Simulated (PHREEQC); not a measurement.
A solution holds 0.16 mol CuCl2, 0.0065 mol HBF4 and 0.00051 mol KCl per kg of water, at 20 °C. Closed to the air; pH follows from the charge balance.

The numbers come from PHREEQC with the ion-association model, phreeqc.dat.

This is a speciation only: nothing precipitates in the calculation.

**Question.** Predict the pH, density.

**Answer.** pH 2.28; density 1.018 g/cm³.

**Question.** In which forms is Cu present?

**Answer.** Cu+2 85 %, CuCl+ 14 %, CuCl2 0.8 % of the Cu.

Species that the database lacks are ignored. Real BF4- forms and hydrolyses slowly; the run takes it at equilibrium.
